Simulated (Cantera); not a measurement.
**Moist CO burnout**

An isothermal, constant-pressure homogeneous reactor starts with CO : O2 : H2O : N2 = 0.0094 : 0.0031 : 0.031 : 1 (molar parts), at 1300 K and 1.00 bar.

Cantera simulation using GRI-Mech 3.0 (53 species, 325 reactions); the numbers are that mechanism's predictions, not measurements.

| t (s) | x CO | x O2 | x H2O | x O | x HO2 | x NO2 | x H2 |
|---|---|---|---|---|---|---|---|
| 1.00e-5 | 0.00901 | 0.00297 | 0.0297 | 5.45e-11 | 3.61e-12 | <1e-12 | <1e-12 |
| 3.71e-5 | 0.00901 | 0.00297 | 0.0297 | 1.81e-10 | 1.33e-11 | <1e-12 | 2.08e-12 |
| 0.000138 | 0.00901 | 0.00297 | 0.0297 | 5.37e-10 | 6.19e-11 | <1e-12 | 1.51e-10 |
| 0.000512 | 0.00901 | 0.00297 | 0.0297 | 3.78e-9 | 1.02e-9 | <1e-12 | 8.98e-9 |
| 0.00190 | 0.00898 | 0.00296 | 0.0297 | 3.15e-6 | 6.26e-7 | <1e-12 | 1.19e-5 |
| 0.00707 | 0.00170 | 0.000341 | 0.0276 | 4.06e-5 | 1.53e-7 | 1.36e-11 | 0.00185 |
| 0.0263 | 0.00105 | 9.62e-6 | 0.0277 | 1.09e-6 | 4.59e-9 | 2.49e-12 | 0.00200 |
| 0.0976 | 0.00103 | 4.14e-7 | 0.0277 | 4.52e-8 | 1.99e-10 | <1e-12 | 0.00203 |
| 0.362 | 0.00103 | 2.42e-8 | 0.0278 | 2.56e-9 | 1.08e-11 | <1e-12 | 0.00204 |
| 1.35 | 0.00104 | 1.56e-9 | 0.0278 | 1.56e-10 | <1e-12 | <1e-12 | 0.00204 |
| 5.00 | 0.00104 | 1.06e-10 | 0.0278 | 1.02e-11 | <1e-12 | <1e-12 | 0.00204 |
x: mole fraction; the columns are a selection and need not sum to one.

Equilibrium at this temperature and pressure: CO 0.00104, O2 1.41e-12, H2O 0.0278, O <1e-12, HO2 <1e-12, NO2 <1e-12, H2 0.00204 (gas phase only).
